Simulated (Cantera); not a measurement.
A closed system holds: 1 mol S, 0.034 mol H₂O, 0.041 mol H₂, held at 0.0133 bar.

Equilibrium computed with Cantera from the NASA thermochemical tables; the gas is ideal and each condensed phase is pure. Candidate condensed phases: H₂O, H₂SO₄, S; 19 gas species. Equilibrium is a limit: real reactors are often held back by kinetics, nucleation or transport. All values below are at 2152 °C.

Base state: S₂ 0.596, S 0.212, H₂ 0.0700, SO 0.0419, H 0.0410, SH 0.0317, H₂O 0.00315, SO₂ 0.00217 (mole fractions); condensed: gas only.

Task: What changes in the equilibrium state with this change: H₂O from 0.034 to 0.5 mol?

Result: 
| species | before | after |
|---|---|---|
| H₂ | 0.0700 | 0.263 |
| S₂ | 0.596 | 0.186 |
| SO | 0.0419 | 0.166 |
| SO₂ | 0.00217 | 0.0606 |
| H₂O | 0.00315 | 0.0836 |
| H | 0.0410 | 0.0794 |
| S | 0.212 | 0.118 |
| SH | 0.0317 | 0.0343 |
| O₂ | 2.53e-6 | 0.000127 |
| OH | 0.000349 | 0.00479 |
| O | 0.000136 | 0.000966 |

Task: What changes in the equilibrium state with this change: H₂O from 0.034 to 0.34 mol?

Result: 
```
species    before    after
-------  --------  -------
S₂          0.596    0.259
H₂         0.0700    0.226
SO         0.0419    0.155
SO₂       0.00217   0.0446
H₂O       0.00315   0.0567
H          0.0410   0.0737
S           0.212    0.140
SH         0.0317   0.0376
O₂        2.53e-6  7.90e-5
OH       0.000349  0.00351
```
